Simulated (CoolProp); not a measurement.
Methane at 298.15 K and 0.743 MPa is throttled through a valve to 0.043 MPa with no heat exchange. Each further row changes one setting.

Values from CoolProp's reference Helmholtz-energy equation of state, Setzmann 1991.

| case | temperature change (K) | final density (kg/m³) |
|---|---|---|
| as stated | ? | ? |
| outlet pressure 0.0129 MPa | ? | ? |
| outlet pressure 0.0559 MPa | ? | ? |

Q: Complete the blanks.

A: 
- as stated, temperature change (K): -3.1
- as stated, final density (kg/m³): 0.281
- outlet pressure 0.0129 MPa, temperature change (K): -3.2
- outlet pressure 0.0129 MPa, final density (kg/m³): 0.0844
- outlet pressure 0.0559 MPa, temperature change (K): -3.0
- outlet pressure 0.0559 MPa, final density (kg/m³): 0.366
